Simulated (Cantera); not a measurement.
## Abatement and gas-phase synthesis: CS2 + O2 + H2

Charge: 1 mol CS2, 1.3 mol O2, 0.52 mol H2, held at 3100 K and 22.0 bar.

These are equilibrium values from Cantera (NASA tables, ideal gas, pure condensed phases), not measurements of a reactor. Candidate condensed phases: C, C6H6, C7H8, C8H18, H2O, H2SO4, S; 123 gas species. The numbers say what is thermodynamically allowed, not how fast it happens.

```json
{
  "x(CO)": "0.283",
  "x(S2)": "0.162",
  "x(SO)": "0.135",
  "x(SO2)": "0.128",
  "x(H2O)": "0.0826",
  "x(H2)": "0.0586",
  "x(CO2)": "0.0525",
  "x(SH)": "0.0332",
  "x(S)": "0.0288",
  "gas_amount": "2.961 mol",
  "log10 activity of S(l) (absent)": "-1.62",
  "log10 activity of C(graphite) (absent)": "-4.48"
}
```
